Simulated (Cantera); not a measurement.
Feed: 1 mol SiHCl3, 11 mol N2, held at 1773.15 K and 0.100 bar.

These are equilibrium values from Cantera (NASA tables, ideal gas, pure condensed phases), not measurements of a reactor. The tables' values for SiCl3, SiCl are old estimates; treat these amounts as uncertain. The numbers say what is thermodynamically allowed, not how fast it happens.

```tsv
species	before	after
N2	0.852	0.953
SiCl2	0.0661	0.0214
HCl	0.0635	0.0208
SiHCl3	5.42e-5	5.74e-6
SiCl4	0.00213	0.000334
H2	0.00689	0.00152
SiCl3	0.00910	0.00205
SiCl	1.85e-5	8.62e-6
H	7.48e-5	3.51e-5
```
Gas species are given as mole fractions.

Question: Which change was made?
(A) pressure from 0.100 bar to 98.0 Pa
(B) pressure from 0.100 bar to 1.00 bar
(C) N2 from 11 to 40 mol
(D) temperature from 1773.15 K to 1623 K

Answer: C, N2 from 11 to 40 mol. The tables' values for SiCl3 are old estimates; treat these amounts as uncertain
